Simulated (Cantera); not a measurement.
A closed system holds: 1 mol AlN, 10 mol Cl2, 0.51 mol N2, held at 1227 °C and 3.90 Pa.

Cantera equilibrium calculation (NASA polynomials, part measured and part estimated; ideal gas, pure solids and liquids). Candidate condensed phases: Al, AlCl3, AlN; 11 gas species. The tables' values for AlCl2 are old estimates; treat these amounts as uncertain. Equilibrium is a limit: real reactors are often held back by kinetics, nucleation or transport.

Base state: Cl 0.884, N2 0.0536, AlCl3 0.0530, Cl2 0.00894, AlCl2 4.70e-5 (mole fractions); condensed: gas only.

**Question.** What changes in the equilibrium state with this change: temperature from 1227 °C to 677 °C?

**Answer.** 
| species | before | after |
|---|---|---|
| Cl2 | 0.00894 | 0.786 |
| N2 | 0.0536 | 0.0949 |
| AlCl3 | 0.0530 | 0.0940 |
| Cl | 0.884 | 0.0251 |
| AlCl2 | 4.70e-5 | <1e-9 |
